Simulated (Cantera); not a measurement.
Charge: 1 mol B2H6, 0.073 mol O2, 0.5 mol N2, at 100000 Pa.

Cantera equilibrium calculation (NASA polynomials, part measured and part estimated; ideal gas, pure solids and liquids). Candidate condensed phases: B, BN, B2O3, B3O3H3, H2O; 39 gas species. The feed counts by its element totals alone. N2 is the only nitrogen source here; it is nearly inert below about 1500 K, so the nitride shown seldom forms there in practice. Mutual solubility and eutectic melting of coexisting phases are not modelled. Gases not in the tables: B2H6 and higher boranes. Equilibrium is a limit: real reactors are often held back by kinetics, nucleation or transport.

Task: Which condensed phases are stable at each of these points (T (K)): 973, 1073, 1173, 1273, 1373, 1473, 1573, 1673, 1773, 1873, 1973, 2073, 2173?

Result: 
| T (K) | condensed phases | B condensed (%) |
|---|---|---|
| 973 | B(s) + BN(s) + B2O3(l) | 97.4 |
| 1073 | B(s) + BN(s) + B2O3(l) | 97.1 |
| 1173 | B(s) + BN(s) + B2O3(l) | 97.0 |
| 1273 | B(s) + BN(s) + B2O3(l) | 96.9 |
| 1373 | B(s) + BN(s) + B2O3(l) | 96.8 |
| 1473 | B(s) + BN(s) + B2O3(l) | 96.5 |
| 1573 | B(s) + BN(s) + B2O3(l) | 95.7 |
| 1673 | B(s) + BN(s) + B2O3(l) | 93.5 |
| 1773 | B(s) + BN(s) | 93.0 |
| 1873 | B(s) + BN(s) | 92.9 |
| 1973 | B(s) + BN(s) | 92.8 |
| 2073 | B(s) + BN(s) | 92.7 |
| 2173 | B(s) + BN(s) | 92.6 |

From 973 K to 1673 K the condensed part is B(s) + BN(s) + B2O3(l). From 1773 K to 2173 K the condensed part is B(s) + BN(s).
